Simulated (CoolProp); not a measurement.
Vapour-liquid equilibrium of R125 (1) + R236FA (2) at 260.9 K; x and y are mole fractions of (1).

Computed with CoolProp (multi-fluid Helmholtz-energy mixture model, Lemmon 2005 and Pan 2012; pair parameters Bell 2016).

```
x     bubble pressure, mixture model (MPa)  bubble pressure, Raoult's law (MPa)  y, mixture model  y, Raoult's law
----  ------------------------------------  -----------------------------------  ----------------  ---------------
0.05                               0.08170                              0.08245             0.256            0.271
0.2                                 0.1369                               0.1399             0.615            0.638
0.35                                0.1924                               0.1974             0.770            0.792
0.5                                 0.2486                               0.2548             0.858            0.876
0.65                                0.3058                               0.3123             0.916            0.929
0.8                                 0.3646                               0.3698             0.958            0.966
0.95                                0.4254                               0.4272             0.991            0.993
```

The largest gap from Raoult's law is -2.5 % in bubble pressure, at x = 0.35. No azeotrope shows between x = 0.05 and 0.95.

Pair parameters are fitted to limited data, so mixtures are less certain than the pure fluids.
